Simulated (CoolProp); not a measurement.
Normal hydrogen at 298.15 K and 0.963 MPa is compressed adiabatically to 7.12 MPa with isentropic efficiency 0.9. Each further row changes one setting.

The numbers come from the reference Helmholtz-energy equation of state, Leachman 2009 in CoolProp.

| case | work (kJ/kg) | final temperature (K) | final density (kg/m³) |
|---|---|---|---|
| as stated | [?] | [?] | [?] |
| efficiency 1 | [?] | 527.6 | 3.19 |
| efficiency 0.65 | 5180 | 652.0 | 2.59 |

### Question
Complete the blanks.

### Answer

- as stated, work (kJ/kg): 3740
- as stated, final temperature (K): 553.3
- as stated, final density (kg/m³): 3.04
- efficiency 1, work (kJ/kg): 3370
